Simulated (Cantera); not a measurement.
Charge: 1 mol CHF₃, a varied amount of H₂, equilibrated at 2348.15 K and 0.510 bar.

Method: chemical equilibrium by Gibbs-energy minimisation in Cantera with the NASA 1993 tables (ideal gas, pure condensed phases). Candidate condensed phases: C, C₆H₆, C₇H₈, C₈H₁₈; 95 gas species. The tables' values for C₂F₄ are old estimates; treat these amounts as uncertain. Gases not in the tables: C₂F₆ and larger saturated fluorocarbons. Rates play no part.

x: gas mole fraction; n: condensed amount in mol.

```tsv
n(H₂) (mol)	x HF	x CF₄	x CF₂	x F	x CF₃	n C(graphite)
0.14	0.706	0.188	0.0778	0.0208	0.00722	0.505
0.18	0.726	(withheld)	0.0744	0.0204	0.00675	0.526
0.24	0.755	0.149	0.0695	0.0197	0.00609	0.558
0.31	0.785	0.126	0.0639	0.0189	0.00537	0.595
0.4	0.820	0.100	0.0569	0.0178	0.00451	0.644
0.52	0.861	(withheld)	(withheld)	(withheld)	(withheld)	(withheld)
0.68	0.909	0.0387	0.0354	0.0140	0.00221	0.801
0.89	0.965	0.00809	0.0162	0.00949	0.000684	0.928
```

Question: Complete the blanks.

Answer: 
- 0.52, x CF₄: 0.0707
- 0.52, x CF₂: 0.0478
- 0.52, x F: 0.0163
- 0.52, x CF₃: 0.00347
- 0.52, n C(graphite): 0.710
- 0.18, x CF₄: 0.172
